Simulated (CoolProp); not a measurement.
Vapour-liquid equilibrium of R134a (1) + n-butane (2) at 14.55 °C; x and y are mole fractions of (1).

Values from CoolProp's multi-fluid Helmholtz-energy mixture model, Tillner-Roth 1994 and Bücker 2006; pair parameters Bell 2016.

```json
[
 {"x": "0.05", "bubble pressure (bar)": "2.716", "y at the bubble point": "0.370", "dew pressure at overall composition x (bar)": "1.825", "liquid density (mol/L)": "10.10"},
 {"x": "0.2", "bubble pressure (bar)": "4.272", "y at the bubble point": "0.624", "dew pressure at overall composition x (bar)": "2.160", "liquid density (mol/L)": "10.23"},
 {"x": "0.35", "bubble pressure (bar)": "4.809", "y at the bubble point": "0.684", "dew pressure at overall composition x (bar)": "2.636", "liquid density (mol/L)": "10.40"},
 {"x": "0.5", "bubble pressure (bar)": "5.021", "y at the bubble point": "0.713", "dew pressure at overall composition x (bar)": "3.358", "liquid density (mol/L)": "10.63"},
 {"x": "0.65", "bubble pressure (bar)": "5.149", "y at the bubble point": "0.742", "dew pressure at overall composition x (bar)": "4.501", "liquid density (mol/L)": "10.96"},
 {"x": "0.8", "bubble pressure (bar)": "5.209", "y at the bubble point": "0.796", "dew pressure at overall composition x (bar)": "5.208", "liquid density (mol/L)": "11.40"},
 {"x": "0.95", "bubble pressure (bar)": "5.017", "y at the bubble point": "0.920", "dew pressure at overall composition x (bar)": "4.944", "liquid density (mol/L)": "11.98"}
]
```

y crosses x between x = 0.65 and 0.8: the model has an azeotrope there.

The pair parameters rest on a limited set of measurements; away from them the model extrapolates. With so large a gap from Raoult's law the liquid may split in two, which this calculation doesn't test in full.
